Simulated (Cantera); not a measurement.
## SiH2Cl2 + HCl + N2 + Cl2 (silicon epitaxy and polysilicon growth)

Feed: 1 mol SiH2Cl2, 1.1 mol HCl, 7.3 mol N2, 0.34 mol Cl2, at 26.3 Torr.

These are equilibrium values from Cantera (NASA tables, ideal gas, pure condensed phases), not measurements of a reactor. Candidate condensed phases: NH4Cl, Si, Si3N4; 28 gas species. N2 is the only nitrogen source here; it is nearly inert below about 1500 K, so the nitride shown seldom forms there in practice. The tables' values for SiCl3, SiCl are old estimates; treat these amounts as uncertain. Kinetics and transport are ignored.

From 1023 K to 1623 K the condensed part is Si3N4(s). At 1723 K nothing is condensed. The main Si-bearing gas is SiCl4 at 1023 K and SiCl2 at 1723 K. The share of Si in condensed phases is highest at 1223 K (56.4 %) and lowest at 1723 K (0.0 %).

```json
[
 {"T (K)": "1023", "log p N2": "-1.61", "log p HCl": "-2.17", "log p SiCl2": "-7.23", "log p H2": "-2.68", "log p SiCl4": "-2.79", "log p SiCl3": "-5.67", "n Si3N4(s)": "0.179"},
 {"T (K)": "1123", "log p N2": "-1.61", "log p HCl": "-2.15", "log p SiCl2": "-5.96", "log p H2": "-2.71", "log p SiCl4": "-2.81", "log p SiCl3": "-4.93", "n Si3N4(s)": "0.185"},
 {"T (K)": "1223", "log p N2": "-1.61", "log p HCl": "-2.14", "log p SiCl2": "-4.91", "log p H2": "-2.74", "log p SiCl4": "-2.83", "log p SiCl3": "-4.32", "n Si3N4(s)": "0.188"},
 {"T (K)": "1323", "log p N2": "-1.61", "log p HCl": "-2.13", "log p SiCl2": "-4.03", "log p H2": "-2.76", "log p SiCl4": "-2.88", "log p SiCl3": "-3.83", "n Si3N4(s)": "0.184"},
 {"T (K)": "1423", "log p N2": "-1.62", "log p HCl": "-2.14", "log p SiCl2": "-3.32", "log p H2": "-2.75", "log p SiCl4": "-3.01", "log p SiCl3": "-3.47", "n Si3N4(s)": "0.160"},
 {"T (K)": "1523", "log p N2": "-1.62", "log p HCl": "-2.19", "log p SiCl2": "-2.83", "log p H2": "-2.71", "log p SiCl4": "-3.35", "log p SiCl3": "-3.32", "n Si3N4(s)": "0.0935"},
 {"T (K)": "1623", "log p N2": "-1.62", "log p HCl": "-2.28", "log p SiCl2": "-2.55", "log p H2": "-2.61", "log p SiCl4": "-3.97", "log p SiCl3": "-3.44", "n Si3N4(s)": "0.00148"},
 {"T (K)": "1723", "log p N2": "-1.62", "log p HCl": "-2.26", "log p SiCl2": "-2.52", "log p H2": "-2.63", "log p SiCl4": "-4.42", "log p SiCl3": "-3.61", "n Si3N4(s)": "0"}
]
```
log p: log10 of the partial pressure in bar; n: condensed amount in mol.
